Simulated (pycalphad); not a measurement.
CALPHAD calculation (pycalphad, COST 507 light-alloy database (1999)), 1 atm. No gas phase is included, though pure Mg would boil below 1377 °C. These are 1990s assessments: newer ones move some temperatures and phases. Kinetics are ignored, which matters at the lower temperatures.

Molar enthalpy of Al-7.62Si-0.34Mg (at.%) in equilibrium (SER reference):

```
T (°C)  H (kJ/mol)                      phases
------  ----------  --------------------------
1377         53.21                      liquid
1277         50.07                      liquid
1177         46.93                      liquid
1077         43.78                      liquid
977          40.64                      liquid
877          37.50                      liquid
777          34.37                      liquid
677          31.23                      liquid
627          29.68                      liquid
577          23.85                liquid + fcc
527          14.13          fcc + diamond (Si)
477          12.46  fcc + diamond (Si) + MG2SI
377           9.28  fcc + diamond (Si) + MG2SI
277           6.40  fcc + diamond (Si) + MG2SI
177           3.71  fcc + diamond (Si) + MG2SI
77            1.15  fcc + diamond (Si) + MG2SI
```

Cooling from 627 °C to 527 °C, across the freezing range, releases 15.5 kJ/mol, or 574 J/g. The slope is 31 J/(mol K) in the liquid and 33 J/(mol K) just below the solidus, where it includes any heat of precipitation. Liquidus 609 °C, solidus 567 °C. Changes were sought between steps of 50 K, so a narrower field can be missed.

Database names, with the compositions (at.%) that they take in these runs: MG2SI: Mg 67 Si 33.
